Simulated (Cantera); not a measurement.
Feed: 1 mol SF6, 0.059 mol O2, 4.9 mol N2, held at 3348 K and 1.50 bar.

These are equilibrium values from Cantera (NASA tables, ideal gas, pure condensed phases), not measurements of a reactor. Candidate condensed phases: S; 35 gas species. The numbers say what is thermodynamically allowed, not how fast it happens.

Base state: F 0.501, N2 0.420, S 0.0477, SF 0.0119, S2 0.00858, SO 0.00754, O 0.00145, SF2 0.00102 (mole fractions); condensed: gas only.

Question: What changes in the equilibrium state with this change: N2 from 4.9 to 15 mol?

Answer: 
```
species   before     after
-------  -------  --------
N2         0.420     0.686
F          0.501     0.270
S         0.0477    0.0306
SF        0.0119   0.00411
SF2      0.00102  0.000190
F2       2.83e-5   8.24e-6
```
